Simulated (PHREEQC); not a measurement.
Solution (25 °C): 0.27 mol/kgw Na2SO4, 0.051 mol/kgw KCl and 1.1 mol/kgw KBr. Closed to the air; pH follows from the charge balance.

All values are PHREEQC results (Pitzer model, pitzer.dat), not measurements.

The ionic strength comes out as 1.96 mol/kgw. What activity coefficients do Br-, SO4-2, K+, Cl-, Na+ get?

Br- 0.59, SO4-2 0.045, K+ 0.54, Cl- 0.57, Na+ 0.61. Single-ion values are on the MacInnes scale.

This is a speciation only: nothing precipitates in the calculation.
